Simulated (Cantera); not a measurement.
# Si + HCl + H2 (chlorosilane synthesis and conversion)

Charge: 1 mol Si, 0.73 mol HCl, 1.5 mol H2, at 278 Torr.

Equilibrium computed with Cantera from the NASA thermochemical tables; the gas is ideal and each condensed phase is pure. Candidate condensed phases: Si; 19 gas species. The tables' values for SiCl3, SiCl are old estimates; treat these amounts as uncertain. Gases not in the tables: Si2H6 and higher silanes. Kinetics and transport are ignored.

```json
[
 {"T (°C)": "227", "x H2": "0.900", "x HCl": "2.33e-6", "x SiCl2": "1.37e-12", "x SiCl4": "0.0613", "x SiHCl3": "0.0377", "x SiCl3": "2.81e-9", "x SiH2Cl2": "0.000795", "x H": "<1e-12", "n Si(s)": "0.798", "n Si(l)": "0"},
 {"T (°C)": "327", "x H2": "0.900", "x HCl": "4.27e-5", "x SiCl2": "8.92e-10", "x SiCl4": "0.0623", "x SiHCl3": "0.0362", "x SiCl3": "1.99e-7", "x SiH2Cl2": "0.00105", "x H": "<1e-12", "n Si(s)": "0.798", "n Si(l)": "0"},
 {"T (°C)": "427", "x H2": "0.900", "x HCl": "0.000336", "x SiCl2": "8.93e-8", "x SiCl4": "0.0632", "x SiHCl3": "0.0347", "x SiCl3": "4.14e-6", "x SiH2Cl2": "0.00125", "x H": "<1e-12", "n Si(s)": "0.799", "n Si(l)": "0"},
 {"T (°C)": "527", "x H2": "0.900", "x HCl": "0.00156", "x SiCl2": "2.77e-6", "x SiCl4": "0.0638", "x SiHCl3": "0.0333", "x SiCl3": "3.99e-5", "x SiH2Cl2": "0.00140", "x H": "4.52e-12", "n Si(s)": "0.800", "n Si(l)": "0"},
 {"T (°C)": "627", "x H2": "0.898", "x HCl": "0.00511", "x SiCl2": "3.95e-5", "x SiCl4": "0.0637", "x SiHCl3": "0.0318", "x SiCl3": "0.000230", "x SiH2Cl2": "0.00151", "x H": "1.82e-10", "n Si(s)": "0.802", "n Si(l)": "0"},
 {"T (°C)": "727", "x H2": "0.892", "x HCl": "0.0130", "x SiCl2": "0.000322", "x SiCl4": "0.0621", "x SiHCl3": "0.0300", "x SiCl3": "0.000909", "x SiH2Cl2": "0.00157", "x H": "3.52e-9", "n Si(s)": "0.806", "n Si(l)": "0"},
 {"T (°C)": "827", "x H2": "0.881", "x HCl": "0.0274", "x SiCl2": "0.00174", "x SiCl4": "0.0579", "x SiHCl3": "0.0275", "x SiCl3": "0.00269", "x SiH2Cl2": "0.00156", "x H": "3.99e-8", "n Si(s)": "0.813", "n Si(l)": "0"},
 {"T (°C)": "927", "x H2": "0.863", "x HCl": "0.0494", "x SiCl2": "0.00667", "x SiCl4": "0.0495", "x SiHCl3": "0.0235", "x SiCl3": "0.00614", "x SiH2Cl2": "0.00147", "x H": "3.01e-7", "n Si(s)": "0.819", "n Si(l)": "0"},
 {"T (°C)": "1027", "x H2": "0.838", "x HCl": "0.0770", "x SiCl2": "0.0189", "x SiCl4": "0.0360", "x SiHCl3": "0.0179", "x SiCl3": "0.0107", "x SiH2Cl2": "0.00125", "x H": "1.67e-6", "n Si(s)": "0.822", "n Si(l)": "0"},
 {"T (°C)": "1127", "x H2": "0.811", "x HCl": "0.104", "x SiCl2": "0.0393", "x SiCl4": "0.0203", "x SiHCl3": "0.0112", "x SiCl3": "0.0137", "x SiH2Cl2": "0.000932", "x H": "7.20e-6", "n Si(s)": "0.817", "n Si(l)": "0"},
 {"T (°C)": "1227", "x H2": "0.789", "x HCl": "0.122", "x SiCl2": "0.0609", "x SiCl4": "0.00843", "x SiHCl3": "0.00563", "x SiCl3": "0.0127", "x SiH2Cl2": "0.000598", "x H": "2.57e-5", "n Si(s)": "0.807", "n Si(l)": "0"},
 {"T (°C)": "1327", "x H2": "0.778", "x HCl": "0.131", "x SiCl2": "0.0761", "x SiCl4": "0.00285", "x SiHCl3": "0.00244", "x SiCl3": "0.00938", "x SiH2Cl2": "0.000350", "x H": "7.88e-5", "n Si(s)": "0.799", "n Si(l)": "0"},
 {"T (°C)": "1427", "x H2": "0.772", "x HCl": "0.135", "x SiCl2": "0.0841", "x SiCl4": "0.000932", "x SiHCl3": "0.00103", "x SiCl3": "0.00631", "x SiH2Cl2": "0.000200", "x H": "0.000213", "n Si(s)": "0", "n Si(l)": "0.795"}
]
```
x: gas mole fraction; n: condensed amount in mol.

From 227 °C to 1327 °C the condensed part is Si(s). At 1427 °C the condensed part is Si(l). The main Si-bearing gas is SiCl4 at 227 °C and SiCl2 at 1427 °C. The share of Si in condensed phases is highest at 1027 °C (82.2 %) and lowest at 1427 °C (79.5 %).
